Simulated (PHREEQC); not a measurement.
Consider water at 80 °C with 190 mmol/kgw Ni(NO3)2, 2.7 mmol/kgw KCl and 1.5 mmol/kgw MnSO4. Closed to the air; pH follows from the charge balance.

All values are PHREEQC results (ion-association model, wateq4f.dat), not measurements.

Each row changes one thing in this solution. No solid was allowed to form.

```
case                                            pH  Cl- (mol/kgw)  NiSO4 (mol/kgw)  SO4-2 (mol/kgw)  NiCl+ (mol/kgw)  NiOH+ (mol/kgw)  SI of Morenosite (NiSO4:7H2O)
--------------------------------------------  ----  -------------  ---------------  ---------------  ---------------  ---------------  -----------------------------
as made                                       4.88        0.00244         0.000997         0.000490         0.000252          1.84e-5                          -3.41
KCl from 0.0027 to 0.00027 mol/kgw            4.88       0.000244         0.001000         0.000490          2.52e-5          1.84e-5                          -3.41
Ni(NO3)2 from 0.19 to 0.285 mol/kgw           4.76        0.00230          0.00111         0.000384         0.000391          2.42e-5                          -3.35
MnSO4 replaced by KHSO4 at the same molality  2.97        0.00245         0.000967         0.000475         0.000252          2.27e-7                          -3.43
MnSO4 from 0.0015 to 0.00165 mol/kgw          4.88        0.00244          0.00110         0.000539         0.000251          1.85e-5                          -3.37
diluted 10-fold with water                    5.27       0.000265          6.93e-5          7.96e-5          4.92e-6          6.40e-6                          -4.60
KCl from 0.0027 to 0.00243 mol/kgw            4.88        0.00220         0.000997         0.000490         0.000227          1.84e-5                          -3.41
```

The ionic strength passes 0.7 mol/kgw, the rough limit of the ion-association models, in Ni(NO3)2 from 0.19 to 0.285 mol/kgw. Complexes and solids missing from the database can't appear. At this temperature some constants are extrapolated from 25 °C, and those without enthalpy data are left unchanged.
